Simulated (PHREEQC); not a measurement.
0.011 g of hydrous ferric oxide (600 m²/g; 0.2 weak and 0.005 strong sites per Fe, Dzombak-Morel constants, diffuse double layer) in 1 kg of water with 0.005 mol/kgw of an inert sodium salt, at 25 °C; the pH is set by adding NaOH or the inert anion's acid. O2 is buffered at 0.21 atm. No CO2 enters from the air. Nothing may precipitate in this run.

Base run: PHREEQC, ion-association model, wateq4f.dat. Each further column changes one thing. The table gives surface charge σ (C/m²).

| pH | base | background salt from 0.005 to 0.0005 mol/kgw | oxide from 0.011 to 0.055 g/kgw | 2.3e-05 mol/kgw Ag2SO4 added |
|---|---|---|---|---|
| 4 | 0.182 | 0.096 | 0.182 | 0.050 |
| 5 | 0.090 | 0.038 | 0.090 | 0.039 |
| 6 | 0.037 | 0.014 | 0.038 | 0.026 |
| 6.5 | 0.023 | 0.008 | 0.023 | 0.019 |
| 7.5 | 0.006 | 0.002 | 0.006 | 0.006 |
| 8.5 | -0.004 | -0.001 | -0.004 | -0.004 |
| 9.5 | -0.018 | -0.006 | -0.018 | -0.017 |
| 10 | -0.030 | -0.012 | -0.030 | -0.026 |
| 11 | -0.081 | -0.049 | -0.081 | -0.040 |
| 12 | -0.215 | -0.198 | -0.215 | -0.077 |

 In at least one series the solution becomes supersaturated in solids that the run did not let form, among them Ag2O.
